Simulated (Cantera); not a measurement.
Cantera with NASA thermochemical tables; ideal gases at 1 bar, condensed phases pure. Values are per mole of reaction as written; species without (g) are pure solids or liquids, kept so even where they would boil at 1 bar.

### Question
Between 473 and 598 K, where is each reaction favourable under standard conditions?
- 12 H2S(g) + 9 Ni + 8 N(g) → 8 NH3(g) + 3 Ni3S4

### Answer
- 12 H2S(g) + 9 Ni + 8 N(g) → 8 NH3(g) + 3 Ni3S4: ΔG° is -3924 kJ at 473 K and -3691 kJ at 598 K; it stays negative (K > 1). ΔH° is -4803 kJ and ΔS° -1860 J/K at 598 K.
